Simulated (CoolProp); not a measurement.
Vapour-liquid equilibrium of R152A (1) + isobutene (2) at 0.0895 MPa; x and y are mole fractions of (1).

The numbers come from the multi-fluid Helmholtz-energy mixture model, Outcalt 1996 and Lemmon 2005; pair parameters Bell 2016 in CoolProp.

```tsv
x	bubble temperature (°C)	y at the bubble point	dew temperature at overall composition x (°C)	liquid density (mol/L)
0.05	-15.0	0.213	-11.2	11.44
0.15	-20.7	0.433	-13.5	11.81
0.25	-23.7	0.540	-15.9	12.15
0.35	-25.4	0.604	-18.4	12.50
0.45	-26.4	0.649	-21.2	12.86
0.55	-27.1	0.687	-24.0	13.24
0.65	-27.6	0.726	-26.4	13.66
0.75	-27.8	0.772	-27.7	14.11
0.85	-27.8	0.835	-27.8	14.60
0.95	-27.3	0.930	-27.2	15.12
```

y crosses x between x = 0.75 and 0.85: the model has an azeotrope there.

Pair parameters are fitted to limited data, so mixtures are less certain than the pure fluids.
